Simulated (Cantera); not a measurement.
# Catalytic combustion on Pt

An isothermal plug-flow reactor at 900 K and 32000 Pa (inlet), inlet velocity 0.3 m/s, active area per volume 120 1/m; feed H2 : O2 : N2 : H2O = 0.0052 : 0.038 : 0.79 : 0.09 (molar parts).

Model: Deutschmann's 1995 Pt surface mechanism with GRI-Mech 3.0 gas chemistry, integrated in Cantera. Catalytic surfaces can have several steady states; this one follows from the mechanism file's or the stated starting coverage. Mass transfer to the wall is taken as infinitely fast.

```csv
z (m),x H2,x O2,x H2O,θ free Pt,θ O*,θ OH*
0.00033,0.00176,0.0393,0.102,0.212,0.783,0.00489
0.00055,0.000921,0.0389,0.102,0.198,0.797,0.00478
0.00092,0.000327,0.0386,0.103,0.190,0.806,0.00471
0.0015,6.74e-5,0.0385,0.103,0.186,0.809,0.00468
0.0025,4.56e-6,0.0385,0.103,0.185,0.810,0.00467
0.0043,3.61e-8,0.0385,0.103,0.185,0.810,0.00467
0.0071,9.80e-11,0.0385,0.103,0.185,0.810,0.00467
0.012,7.87e-11,0.0385,0.103,0.185,0.810,0.00467
0.02,7.87e-11,0.0385,0.103,0.185,0.810,0.00467
0.033,7.87e-11,0.0385,0.103,0.185,0.810,0.00467
```
x: gas mole fraction; θ: surface coverage.
